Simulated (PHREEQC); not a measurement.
Polishing slurry liquid: speciation

Consider water at 45 °C with 86 mmol/kgw H2SO4 and 0.72 mmol/kgw H3BO3. Closed to the air; pH follows from the charge balance.

Computed with PHREEQC (ion-association model, wateq4f.dat).

The pH is 1.09, the ionic strength is 0.112 mol/kgw and the total alkalinity is -172 meq/kg.

| species | molality | activity | log γ |
|---|---|---|---|
| H+ | 0.0988 | 0.0806 | -0.089 |
| HSO4- | 0.0732 | 0.0558 | -0.118 |
| SO4-2 | 0.0128 | 0.00445 | -0.460 |
| H3BO3 | 0.000720 | 0.000739 | 0.011 |

This is a speciation only: nothing precipitates in the calculation. Away from 25 °C the constants follow the database's enthalpies or fits; those with neither stay at their 25 °C values.
